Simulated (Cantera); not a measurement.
Cantera with NASA thermochemical tables; ideal gases at 1 bar, condensed phases pure. Values are per mole of reaction as written; species without (g) are pure solids or liquids, kept so even where they would boil at 1 bar.

FeCl2(g) + 2 H(g) ⇌ Fe + 2 HCl(g)

```json
[
 {"T (K)": "750", "ΔH° (kJ)": "(withheld)", "ΔS° (J/K)": "(withheld)", "ΔG° (kJ)": "(withheld)", "log10 K": "(withheld)"},
 {"T (K)": "800", "ΔH° (kJ)": "-485.6", "ΔS° (J/K)": "-140.1", "ΔG° (kJ)": "-373.5", "log10 K": "24.39"},
 {"T (K)": "850", "ΔH° (kJ)": "(withheld)", "ΔS° (J/K)": "(withheld)", "ΔG° (kJ)": "(withheld)", "log10 K": "(withheld)"},
 {"T (K)": "900", "ΔH° (kJ)": "(withheld)", "ΔS° (J/K)": "(withheld)", "ΔG° (kJ)": "(withheld)", "log10 K": "(withheld)"},
 {"T (K)": "950", "ΔH° (kJ)": "(withheld)", "ΔS° (J/K)": "(withheld)", "ΔG° (kJ)": "(withheld)", "log10 K": "(withheld)"},
 {"T (K)": "1000", "ΔH° (kJ)": "-485.2", "ΔS° (J/K)": "-139.8", "ΔG° (kJ)": "-345.4", "log10 K": "18.04"}
]
```

Complete the blanks.


- 750, ΔH° (kJ): -485.3
- 750, ΔS° (J/K): -139.7
- 750, ΔG° (kJ): -380.5
- 750, log10 K: 26.50
- 850, ΔH° (kJ): -485.8
- 850, ΔS° (J/K): -140.4
- 850, ΔG° (kJ): -366.5
- 850, log10 K: 22.52
- 900, ΔH° (kJ): -485.8
- 900, ΔS° (J/K): -140.4
- 900, ΔG° (kJ): -359.5
- 900, log10 K: 20.86
- 950, ΔH° (kJ): -485.7
- 950, ΔS° (J/K): -140.2
- 950, ΔG° (kJ): -352.4
- 950, log10 K: 19.38
